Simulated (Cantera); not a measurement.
Charge: 1 mol Fe, 0.062 mol SO₂, 2.4 mol H₂, held at 38.0 Pa.

Cantera equilibrium calculation (NASA polynomials, part measured and part estimated; ideal gas, pure solids and liquids). Candidate condensed phases: Fe, FeO, Fe(OH)₂, Fe(OH)₃, FeS, FeSO₄, FeS₂, Fe₂O₃, Fe₂(SO₄)₃, Fe₃O₄, H₂O, H₂SO₄, S; 22 gas species. Equilibrium is a limit: real reactors are often held back by kinetics, nucleation or transport.

Q: At 1575 °C, list the 5 most abundant gas species with their mole fractions, and the condensed phases.

A: H₂ 0.770, Fe 0.150, H₂O 0.0406, H 0.0239, S₂ 0.00561. Condensed: Fe(l).
